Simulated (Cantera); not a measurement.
Charge: 1 mol Fe3O4, 0.017 mol HCl, held at 1125 °C and 1.80 bar.

These are equilibrium values from Cantera (NASA tables, ideal gas, pure condensed phases), not measurements of a reactor. Candidate condensed phases: Fe, FeCl2, FeCl3, FeO, Fe(OH)2, Fe(OH)3, Fe2O3, Fe3O4, H2O; 22 gas species. Mutual solubility and eutectic melting of coexisting phases are not modelled. The numbers say what is thermodynamically allowed, not how fast it happens.

Base state: HCl 0.727, H2O 0.147, FeCl2 0.0825, FeCl3 0.0388, Cl2 0.00296, Cl 0.00114, Fe2Cl4 0.00109, O2 0.000192 (mole fractions); condensed: Fe2O3(s) + Fe3O4(s).

Question: What changes in the equilibrium state with this change: temperature from 1125 °C to 1000 °C?

Answer: 
| species | before | after |
|---|---|---|
| HCl | 0.727 | 0.773 |
| H2O | 0.147 | 0.124 |
| FeCl2 | 0.0825 | 0.0599 |
| FeCl3 | 0.0388 | 0.0394 |
| O2 | 0.000192 | 3.66e-6 |
| Cl | 0.00114 | 0.000217 |
| Cl2 | 0.00296 | 0.000904 |
| Fe2Cl6 | 5.58e-5 | 0.000174 |
| Fe2Cl4 | 0.00109 | 0.00189 |
| Fe2O3(s), mol | 0.000892 | 0.000678 |
| Fe3O4(s), mol | 0.999 | 0.999 |
